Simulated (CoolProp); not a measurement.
Propylene at several states: density (kg/m³) from the reference equation and from simpler models built on Tc = 364.2 K, pc = 4.555 MPa, ω = 0.146; each cubic takes its own stable root.

Values from CoolProp's reference Helmholtz-energy equation of state, Lemmon 2013.

| T (K) | p (MPa) | phase | reference |
|---|---|---|---|
| 322.3 | 0.433 | gas | 7.154 |
| 546.3 | 0.222 | gas | 2.065 |
| 261.2 | 22.1 | liquid | 593.8 |
| 244.8 | 1.32 | liquid | 587.1 |
| 138.8 | 8.38 | liquid | 714.2 |
| 99 | 1.58 | liquid | 755.8 |

**Question.** How far does each simpler model (van der Waals, Redlich-Kwong, Peng-Robinson) lie from the reference over these 6 states: mean and median of the absolute difference, and the worst?

**Answer.** 
- van der Waals: mean 24.4 %, median 34.6 %, worst -38.8 % at 99 K and 1.58 MPa
- Redlich-Kwong: mean 5.0 %, median 6.6 %, worst -9.0 % at 99 K and 1.58 MPa
- Peng-Robinson: mean 3.1 %, median 2.4 %, worst +7.1 % at 261.2 K and 22.1 MPa
